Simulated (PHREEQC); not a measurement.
Dissolve 0.29 mol NiCl2 and 6.5e-05 mol Na2SO4 per kg of water at 59 °C. Closed to the air; pH follows from the charge balance.

All values are PHREEQC results (ion-association model, wateq4f.dat), not measurements.

| Quantity | Value |
|---|---|
| pH | 5.08 |
| ionic strength | 0.658 mol/kgw |
| activity of water | 0.987 |

```csv
species,molality,activity,log γ
Cl-,0.457,0.277,-0.217
Ni+2,0.201,0.0572,-0.546
NiCl+,0.0545,0.0398,-0.136
NiCl2,0.0344,0.0401,0.066
Na+,0.000130,8.94e-5,-0.163
NiSO4,4.39e-5,5.11e-5,0.066
SO4-2,2.11e-5,3.52e-6,-0.777
H+,1.11e-5,8.24e-6,-0.128
NiOH+,1.11e-5,8.08e-6,-0.136
OH-,1.78e-8,1.05e-8,-0.227
HSO4-,1.02e-8,6.47e-9,-0.199
```

No solid was allowed to form. Away from 25 °C the constants follow the database's enthalpies or fits; those with neither stay at their 25 °C values.
